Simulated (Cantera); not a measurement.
**Adiabatic ignition**

An adiabatic, constant-volume homogeneous reactor starts with 40.0 % CO, 3.28 % H2, 10.8 % O2, 40.8 % N2, 5.19 % H2O, at 1800 K and 0.490 bar.

Detailed kinetics in Cantera: GRI-Mech 3.0 (53 species, 325 reactions).

```csv
t (s),T (K),P (bar),x CO,x H2,x O2,x NO,x H,x OH
4.00e-6,1800,0.490,0.400,0.0328,0.108,<1e-12,3.91e-6,2.24e-6
1.07e-5,1800,0.490,0.399,0.0327,0.108,1.79e-11,6.96e-5,3.81e-5
2.86e-5,1836,0.499,0.376,0.0115,0.0807,1.28e-7,0.0171,0.00775
7.65e-5,2109,0.568,0.279,0.0161,0.0316,2.08e-5,0.0533,0.0142
0.000205,2414,0.637,0.281,0.0162,0.0289,0.000143,0.0344,0.0178
0.000547,2789,0.718,0.275,0.0149,0.0224,0.00139,0.0184,0.0191
0.00146,2876,0.735,0.272,0.0146,0.0189,0.00596,0.0152,0.0183
0.00391,2872,0.734,0.273,0.0148,0.0180,0.00867,0.0150,0.0179
0.0105,2872,0.734,0.273,0.0148,0.0180,0.00880,0.0150,0.0179
0.0280,2872,0.734,0.273,0.0148,0.0180,0.00880,0.0150,0.0179
0.0748,2872,0.734,0.273,0.0148,0.0180,0.00880,0.0150,0.0179
0.200,2872,0.734,0.273,0.0148,0.0180,0.00880,0.0150,0.0179
```
x: mole fraction; the columns are a selection and need not sum to one.

The time of steepest temperature rise comes out as 36.6 µs, the temperature at 0.200 s comes out as 2872 K and the equilibrium temperature comes out as 2872 K. The x(CO) at 0.200 s is 0.273 (gas-phase equilibrium 0.273) and the x(H2) at 0.200 s is 0.0148 (gas-phase equilibrium 0.0148). The x(O2) at 0.200 s is 0.0180 (gas-phase equilibrium 0.0180).
